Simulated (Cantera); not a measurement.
A freely propagating, adiabatic, planar premixed flame of 3.89 % C₃H₈, 24.6 % O₂, 71.5 % N₂, equivalence ratio 0.79, unburnt at 500 K and 2180 Torr; multicomponent transport, grid criteria slope 0.08 and curve 0.16, no radiation.

Detailed kinetics in Cantera: GRI-Mech 3.0 (53 species, 325 reactions). GRI-Mech 3.0 was tuned for natural gas; its chemistry of propane as a main component is partial and can be far from experiment. Burning velocities carry a grid error of a few per cent, more on coarse grids.

Problem. Predict: laminar burning velocity; thermal thickness; peak x(H); peak x(CH₂); peak x(CO).

Solution. 
- laminar burning velocity: 105 cm/s
- thermal thickness: 0.104 mm
- peak x(H): 0.00479
- peak x(CH₂): 4.41e-5
- peak x(CO): 0.0606
